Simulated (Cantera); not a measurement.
An isothermal, constant-pressure homogeneous reactor starts with NO : N2 = 1 : 0.28 (molar parts), at 1875 K and 58.5 Torr. Integrator tolerance rtol = 1e-08.

Cantera simulation using GRI-Mech 3.0 (53 species, 325 reactions); the numbers are that mechanism's predictions, not measurements.

```tsv
quantity	before	after
x(NO) at 3.00 s	0.633 (gas-phase equilibrium 0.00635)	0.0176 (gas-phase equilibrium 0.0149)
x(O2) at 3.00 s	0.0736 (gas-phase equilibrium 0.387)	0.378 (gas-phase equilibrium 0.379)
x(O) at 3.00 s	0.000261 (gas-phase equilibrium 0.000539)	0.00599 (gas-phase equilibrium 0.00600)
x(N2) at 3.00 s	0.293 (gas-phase equilibrium 0.606)	0.599 (gas-phase equilibrium 0.600)
x(N2O) at 3.00 s	0.000142 (gas-phase equilibrium 8.85e-8)	2.24e-7 (gas-phase equilibrium 2.01e-7)
x(NO2) at 3.00 s	0.000224 (gas-phase equilibrium 5.18e-6)	8.38e-6 (gas-phase equilibrium 7.09e-6)
```

Problem. Name the change that produced these shifts.
(A) N2 0.28 to 1.6 parts
(B) N2 0.28 to 0.08 parts
(C) temperature 1875 to 2200 K
(D) temperature 1875 to 1775 K

Solution. C, temperature 1875 to 2200 K
